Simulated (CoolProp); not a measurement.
Vapour-liquid equilibrium of carbon monoxide (1) + methane (2) at 97.8 K; x and y are mole fractions of (1).

The numbers come from the multi-fluid Helmholtz-energy mixture model, Lemmon 2006 and Setzmann 1991; pair parameters Kunz 2012 in CoolProp.

| x | bubble pressure (MPa) | y at the bubble point | dew pressure at overall composition x (MPa) | liquid density (mol/L) |
|---|---|---|---|---|
| 0.05 | 0.05294 | 0.506 | 0.02855 | 27.51 |
| 0.2 | 0.1345 | 0.830 | 0.03365 | 27.39 |
| 0.35 | 0.2121 | 0.908 | 0.04097 | 27.21 |
| 0.5 | 0.2782 | 0.941 | 0.05233 | 26.97 |
| 0.65 | 0.3332 | 0.961 | 0.07243 | 26.66 |
| 0.8 | 0.3834 | 0.976 | 0.1176 | 26.26 |
| 0.95 | 0.4391 | 0.993 | 0.3011 | 25.78 |

No azeotrope shows between x = 0.05 and 0.95.

Pair parameters are fitted to limited data, so mixtures are less certain than the pure fluids.
